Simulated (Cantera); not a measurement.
**borazine + H₂ (boron, boron nitride and boron oxide)**

Input: 1 mol borazine, 18 mol H₂, at 7.50 Torr.

Method: chemical equilibrium by Gibbs-energy minimisation in Cantera with the NASA 1993 tables (ideal gas, pure condensed phases). Candidate condensed phases: B, BN; 15 gas species. The feed counts by its element totals alone. Mutual solubility and eutectic melting of coexisting phases are not modelled. The tables' values for BH₂ are old estimates; treat these amounts as uncertain. Rates play no part.

From 1227 °C to 1377 °C the condensed part is BN(s). From 1452 °C to 1827 °C the condensed part is B(s) + BN(s). From 1902 °C to 2052 °C the condensed part is B(s).

```
T (°C)   x H₂       x H      x N₂     x BH₂       x B      x BH  n BN(s)   n B(s)
------  -----  --------  --------  --------  --------  --------  -------  -------
1227    1.000  0.000176   2.47e-6   4.65e-6  9.09e-11  2.40e-10     3.00        0
1302    1.000  0.000415   7.52e-6   1.44e-5   1.13e-9   1.88e-9     3.00        0
1377    0.999  0.000908   2.08e-5   4.03e-5   1.12e-8   1.22e-8     3.00        0
1452    0.998   0.00186  0.000100   7.43e-5   6.53e-8   4.82e-8     3.00  0.00262
1527    0.996   0.00357  0.000425  0.000130   3.28e-7   1.70e-7     2.98   0.0151
1602    0.992   0.00653   0.00161  0.000216   1.45e-6   5.38e-7     2.93   0.0632
1677    0.983    0.0114   0.00547  0.000343   5.67e-6   1.56e-6     2.77    0.225
1752    0.964    0.0189    0.0170  0.000520   2.01e-5   4.13e-6     2.27    0.722
1827    0.921    0.0299    0.0487  0.000744   6.50e-5   1.01e-5    0.814     2.17
1902    0.888    0.0460    0.0651   0.00104  0.000193   2.31e-5        0     2.97
1977    0.865    0.0691    0.0643   0.00144  0.000535   5.03e-5        0     2.95
2052    0.833     0.100    0.0632   0.00193   0.00138  0.000103        0     2.92
```
x: gas mole fraction; n: condensed amount in mol.
